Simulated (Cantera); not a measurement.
Cantera run, input and output.

```python
import numpy as np
import cantera as ct

gas = ct.Solution("gri30.yaml")


def delay(T, t_max=10):
    gas.TPX = T, 500000, {'CO': 1, 'H2': 0.15, 'O2': 0.788, 'N2': 2.96, 'H2O': 1.3}
    reactor = ct.IdealGasReactor(gas, clone=False)
    net = ct.ReactorNet([reactor])
    net.rtol, net.atol = 1e-8, 1e-16
    while net.time < t_max:
        t_old, T_old = net.time, reactor.T
        net.step()
        if reactor.T > T + 400:  # ignition: a rise of 400 K
            return t_old + (T + 400 - T_old) / (reactor.T - T_old) * (net.time - t_old)
    return np.nan


taus = []
for T in [1073, 1148, 1223, 1298, 1373, 1448, 1523, 1598, 1673, 1748]:
    taus.append(delay(T))
    print(f"T0 = {T:6g} K   tau = {taus[-1]:.4e} s")
```

It prints:

```
T0 =   1073 K   tau = 2.6248e-03 s
T0 =   1148 K   tau = 6.1617e-04 s
T0 =   1223 K   tau = 1.6020e-04 s
T0 =   1298 K   tau = 5.0384e-05 s
T0 =   1373 K   tau = 2.3126e-05 s
T0 =   1448 K   tau = 1.4186e-05 s
T0 =   1523 K   tau = 1.0181e-05 s
T0 =   1598 K   tau = 8.0021e-06 s
T0 =   1673 K   tau = 6.6683e-06 s
T0 =   1748 K   tau = 5.7902e-06 s
```

Detailed kinetics in Cantera: GRI-Mech 3.0 (53 species, 325 reactions). The hydrogen kinetics of GRI-Mech 3.0 are dated; newer H2 mechanisms differ, most at raised pressure. Where the delays flatten at high temperature, the 400 K rule measures the pace of heat release, not the induction time.
